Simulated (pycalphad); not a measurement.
CALPHAD calculation (pycalphad, COST 507 light-alloy database (1999)), 1 atm. The database dates from 1999; later assessments differ in places, in temperatures and in the compounds included. Amounts are mole fractions of atoms.

Problem. Give the equilibrium state of Sn-27.4Si (at.%) at 317 °C.

Solution. 
```
T = 590.00 K, P = 101325 Pa, N = 1 mol of atoms
G = -28767 J/mol, H = 13040 J/mol, S = 70.86 J/(mol K)  (SER reference)
chemical potentials (J/mol): Sn -34527, Si -13505
phase             fraction      x(Sn)      x(Si)
LIQUID              0.7260     1.0000   5.28e-06
DIAMOND_A4          0.2740   2.89e-07     1.0000
```

DIAMOND_A4 is diamond (Si).
